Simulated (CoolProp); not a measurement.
Vapour-liquid equilibrium of CH2F2 (R32) (1) + R143a (2) at 0.314 MPa; x and y are mole fractions of (1).

Model: multi-fluid Helmholtz-energy mixture model, Tillner-Roth 1997 and Lemmon and Jacobsen 2000; pair parameters Bell 2016, in CoolProp.

```tsv
x	bubble temperature (K)	y at the bubble point	dew temperature at overall composition x (K)	liquid density (mol/L)
0.05	252.1	0.079	252.4	13.26
0.15	250.4	[?]	251.2	[?]
0.25	249.2	[?]	250.1	14.56
0.35	248.2	0.429	249.0	15.29
0.45	247.4	0.518	248.0	16.07
0.55	246.8	0.600	247.1	16.93
0.65	246.4	0.680	246.6	[?]
0.75	246.2	0.760	246.2	18.89
0.85	246.2	0.847	246.2	20.01
0.95	246.4	0.944	246.4	21.26
```

Task: Complete the blanks.

Result: 
- 0.15, y at the bubble point: 0.215
- 0.15, liquid density (mol/L): 13.89
- 0.25, y at the bubble point: 0.330
- 0.65, liquid density (mol/L): 17.86

y crosses x between x = 0.75 and 0.85: the model has an azeotrope there.

Pair parameters are fitted to limited data, so mixtures are less certain than the pure fluids.
